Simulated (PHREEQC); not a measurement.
PHREEQC input (ion-association model, wateq4f.dat):

```
SOLUTION_MASTER_SPECIES
  An  An-  0  An  62.0  # stands for a non-complexing anion
SOLUTION_SPECIES
  An- = An-
    -log_k 0
    -gamma 3.0 0
PHASES
  Fix_H+
    H+ = H+
    -log_k 0
SOLUTION 1
  temp 25
  units mmol/kgw
  pH 7 charge
  Na 50
  An 50
END
SELECTED_OUTPUT 1
  -reset false
  -pH true
  -pe true
  -ionic_strength true
  -water true
  -totals Na
  -molalities Hfo_wOH Hfo_wOH2+ Hfo_wO- Hfo_sOH Hfo_sOH2+ Hfo_sO-
USER_PUNCH 1
  -headings sigma psi
  10 PUNCH EDL("sigma", "Hfo"), EDL("psi", "Hfo")
PRINT
  -reset false
USE solution 1
SURFACE 1
  Hfo_wOH 0.000337079 600 0.15
  Hfo_sOH 8.42697e-06
EQUILIBRIUM_PHASES 1
  Fix_H+ -3 HAn 10
    -force_equality true
  O2(g) -0.68 10
END
# ... the last block is repeated for the other 16 points of pH, with NaOH or the acid as the point needs
```

Selected output (columns that matter, 12 of 17 rows; pH added in front):

```
pH	mu	Na	m_Hfo_wOH	m_Hfo_wOH2+	m_Hfo_wO-	m_Hfo_sOH	m_Hfo_sOH2+	m_Hfo_sO-	sigma	psi
3	0.051339	0.05	1.2068e-05	0.000325	1.0266e-08	3.0171e-07	8.125e-06	2.5666e-10	0.35715	0.16917
3.5	0.050527	0.05	3.2036e-05	0.00030497	7.7093e-08	8.0089e-07	7.6242e-06	1.9273e-09	0.33506	0.16631
4.5	0.050148	0.05	0.0001173	0.00021834	1.4436e-06	2.9324e-06	5.4585e-06	3.6089e-08	0.23836	0.14908
5	0.050096	0.05	0.00016518	0.00016818	3.7165e-06	4.1295e-06	4.2046e-06	9.2912e-08	0.18074	0.135
6	0.050043	0.05	0.0002303	9.3829e-05	1.2949e-05	5.7575e-06	2.3457e-06	3.2374e-07	0.088883	0.09938
6.5	0.050027	0.05	0.00024605	7.168e-05	1.9349e-05	6.1513e-06	1.792e-06	4.8372e-07	0.057509	0.078419
7.5	0.050008	0.05	0.00025761	4.7401e-05	3.2072e-05	6.4401e-06	1.185e-06	8.0179e-07	0.016847	0.031067
8	0.050001	0.05	0.00025872	4.0495e-05	3.7867e-05	6.4679e-06	1.0124e-06	9.4666e-07	0.002888	0.0056452
9	0.050024	0.050037	0.00025605	2.8696e-05	5.2338e-05	6.4011e-06	7.1739e-07	1.3085e-06	-0.025982	-0.044929
9.5	0.050061	0.050082	0.00025033	2.2265e-05	6.4479e-05	6.2584e-06	5.5663e-07	1.612e-06	-0.046391	-0.068568
10.5	0.050441	0.050493	0.00021674	9.7291e-06	0.00011061	5.4184e-06	2.4323e-07	2.7653e-06	-0.11087	-0.11016
11	0.051308	0.051382	0.00018277	5.1296e-06	0.00014918	4.5692e-06	1.2824e-07	3.7295e-06	-0.15831	-0.12767
```

The oxide is taken as insoluble; below pH 4 it would dissolve.
